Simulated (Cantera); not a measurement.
Input (Python, Cantera) and output of one run.

```python
import numpy as np
import cantera as ct

gas_names = """
    C CO CO2 C2 C2O C3 C3O2 C4 C5 Cu CuO Cu2 O O2 O3
""".split()
cond_names = """
    C(gr) Cu(cr) Cu(L) CuO(s) Cu2O(s) Cu2O(L)
""".split()


def load(file, names, dense=False):
    # The tables refer to 1 bar. Condensed volumes are neglected.
    table = {s.name: s for s in ct.Species.list_from_file(file)}
    out = []
    for n in names:
        d = dict(table[n].input_data)
        d["thermo"] = dict(d["thermo"], **{"reference-pressure": 1e5})
        if dense:
            d["equation-of-state"] = {"model": "constant-volume", "density": "1e6 g/cm^3"}
        out.append(ct.Species.from_dict(d))
    return out


gas = ct.Solution(thermo="ideal-gas", species=load("nasa_gas.yaml", gas_names))
cond = {s.name: ct.Solution(thermo="fixed-stoichiometry", species=[s], name=s.name)
        for s in load("nasa_condensed.yaml", cond_names, dense=True)}
atoms = {
    'Cu': {'Cu': 1},
    'O2': {'O': 2},
    'CO': {'C': 1, 'O': 1},
}
top_T = {'C(gr)': 4500, 'CuO(s)': 1390}  # K; cautious upper limits of use, not melting points


def equilibrate(T, P, feed):
    n = {}
    for name, mol in feed.items():
        for a, k in atoms[name].items():
            n[a] = n.get(a, 0.0) + k * mol
    gas.TPX = T, P, n
    mass = sum(n.values()) * gas.mean_molecular_weight
    gas.equilibrate("TP")
    valid = [c for c in cond.values() if c.min_temp <= T <= top_T.get(c.name, c.max_temp)]
    mix = ct.Mixture([(gas, mass / gas.mean_molecular_weight)] + [(c, 0.0) for c in valid])
    mix.T, mix.P = T, P
    mix.equilibrate("TP", solver="vcs", rtol=1e-11, max_steps=5000)
    return mix


results = []
feed = {'Cu': 1, 'O2': 1.4, 'CO': 23}  # mol
P = 2400  # Pa
for T in [700, 800, 900, 1000, 1100, 1200, 1300, 1400, 1500, 1600, 1700, 1800, 1900, 2000]:
    mix = equilibrate(T, P, feed)
    results.append((T, P, feed, dict(zip(mix.species_names, mix.species_moles))))

top = {s: max(r[3][s] / sum(r[3][g] for g in gas_names) for r in results) for s in gas_names}
cols = sorted((s for s in top if top[s] > 1e-05), key=lambda s: -top[s])[:9]
seen = [c for c in cond_names if any(r[3].get(c, 0) > 1e-12 for r in results)]
print("log10 of partial pressures in bar; condensed amounts in mol")
print(f"{'T/K':>10s}" + "".join(f"{s[:9]:>10s}" for s in cols + seen))
for T, P, feed, n in results:
    ng = sum(n[g] for g in gas_names)
    print(f"{T:10.4g}" + "".join(f"{np.log10(max(n[s] / ng * P / 1e5, 1e-99)):10.3f}" for s in cols)
          + "".join(f"{n.get(c, 0):10.4g}" for c in seen))
```

Result:

```
log10 of partial pressures in bar; condensed amounts in mol
       T/K       CO2        CO        Cu       Cu2     C(gr)    Cu(cr)     Cu(L)
       700    -1.664    -2.635   -18.299   -27.254     9.445         1         0
       800    -1.897    -1.946   -15.172   -22.789     6.115         1         0
       900    -2.534    -1.676   -12.744   -19.328         0         1         0
      1000    -2.534    -1.676   -10.807   -16.570         0         1         0
      1100    -2.534    -1.676    -9.225   -14.322         0         1         0
      1200    -2.534    -1.676    -7.911   -12.458         0         1         0
      1300    -2.534    -1.676    -6.802   -10.888         0    0.9998         0
      1400    -2.534    -1.676    -5.870    -9.580         0         0    0.9987
      1500    -2.535    -1.676    -5.085    -8.492         0         0    0.9921
      1600    -2.535    -1.677    -4.401    -7.546         0         0    0.9618
      1700    -2.537    -1.679    -3.799    -6.716         0         0    0.8464
      1800    -2.544    -1.686    -3.266    -5.984         0         0    0.4671
      1900    -2.553    -1.695    -3.002    -5.752         0         0         0
      2000    -2.553    -1.695    -3.001    -6.019         0         0         0
```

These are equilibrium values from Cantera (NASA tables, ideal gas, pure condensed phases), not measurements of a reactor.
